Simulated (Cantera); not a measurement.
Feed: 1 mol MgSO4, 1.5 mol C, 0.11 mol H2, equilibrated at 948 K and 1.00 Torr.

These are equilibrium values from Cantera (NASA tables, ideal gas, pure condensed phases), not measurements of a reactor. Candidate condensed phases: C, C6H6, C7H8, C8H18, H2O, H2SO4, Mg, MgCO3, MgO, Mg(OH)2, MgS, MgSO4, S; 130 gas species. Gases not in the tables: S3 to S7. Kinetics and transport are ignored.

Base state: CO2 0.673, S2 0.226, CO 0.0383, H2O 0.0341, H2S 0.0150, COS 0.00518, SO2 0.00459, H2 0.00351 (mole fractions); condensed: MgO(s).

Task: What changes in the equilibrium state with this change: pressure from 1.00 Torr to 100 Torr?

Result: 
```json
[
 {"species": "CO2", "before": "0.673", "after": "0.696"},
 {"species": "S2", "before": "0.226", "after": "0.215"},
 {"species": "H2S", "before": "0.0150", "after": "0.0308"},
 {"species": "CO", "before": "0.0383", "after": "0.0131"},
 {"species": "COS", "before": "0.00518", "after": "0.0173"},
 {"species": "H2O", "before": "0.0341", "after": "0.0217"},
 {"species": "CS2", "before": "9.53e-6", "after": "0.000103"},
 {"species": "H2", "before": "0.00351", "after": "0.000741"},
 {"species": "S2O", "before": "0.000254", "after": "0.000730"},
 {"species": "SH", "before": "1.41e-5", "after": "6.33e-6"},
 {"species": "MgO(s), mol", "before": "1.00", "after": "1.00"}
]
```

Task: What changes in the equilibrium state with this change: temperature from 948 K to 1075 K?

Result: 
| species | before | after |
|---|---|---|
| CO2 | 0.673 | 0.626 |
| S2 | 0.226 | 0.221 |
| CO | 0.0383 | 0.0781 |
| SO2 | 0.00459 | 0.0199 |
| H2S | 0.0150 | 0.00594 |
| H2O | 0.0341 | 0.0404 |
| SO | 7.23e-6 | 9.26e-5 |
| SH | 1.41e-5 | 5.30e-5 |
| S2O | 0.000254 | 0.000490 |
| COS | 0.00518 | 0.00270 |
| H2 | 0.00351 | 0.00543 |
| MgO(s), mol | 1.00 | 1.00 |

Task: What changes in the equilibrium state with this change: C from 1.5 to 0.094 mol?

Result: 
```json
[
 {"species": "SO2", "before": "0.00459", "after": "0.593"},
 {"species": "H2O", "before": "0.0341", "after": "0.219"},
 {"species": "CO2", "before": "0.673", "after": "0.187"},
 {"species": "S2", "before": "0.226", "after": "<1e-9"},
 {"species": "H2S", "before": "0.0150", "after": "<1e-9"},
 {"species": "CO", "before": "0.0383", "after": "5.90e-9"},
 {"species": "COS", "before": "0.00518", "after": "<1e-9"},
 {"species": "SO3", "before": "<1e-9", "after": "0.000610"},
 {"species": "H2", "before": "0.00351", "after": "1.25e-8"},
 {"species": "S2O", "before": "0.000254", "after": "<1e-9"},
 {"species": "O2", "before": "<1e-9", "after": "6.70e-5"},
 {"species": "MgO(s), mol", "before": "1.00", "after": "0.298"},
 {"species": "MgSO4(s), mol", "before": "0", "after": "0.702"}
]
```
